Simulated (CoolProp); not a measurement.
A simple Rankine cycle with propane: condensing at 309.15 K, boiler at 2.8 MPa, turbine inlet 387.2 K, turbine efficiency 0.85, pump efficiency 0.6, no recuperator. Each further row changes one setting.

The numbers come from the reference Helmholtz-energy equation of state, Lemmon 2009 in CoolProp.

```tsv
case	thermal efficiency (%)	net work (kJ/kg)	heat in (kJ/kg)	turbine exit temperature (K)	volume ratio over the turbine
as stated	7.7	33.9	442	…	2.31
turbine inlet 407.2 K	7.7	…	492	374.8	2.27
condensing temperature 301.15 K	9.2	…	464	346.0	2.80
boiler pressure 1.96 MPa	4.6	21.3	…	369.6	1.57
turbine efficiency 0.75	…	29.3	442	355.4	2.33
```

Question: Complete the blanks.

Answer: 
- as stated, turbine exit temperature (K): 353.2
- turbine inlet 407.2 K, net work (kJ/kg): 37.8
- condensing temperature 301.15 K, net work (kJ/kg): 42.7
- boiler pressure 1.96 MPa, heat in (kJ/kg): 465
- turbine efficiency 0.75, thermal efficiency (%): 6.6
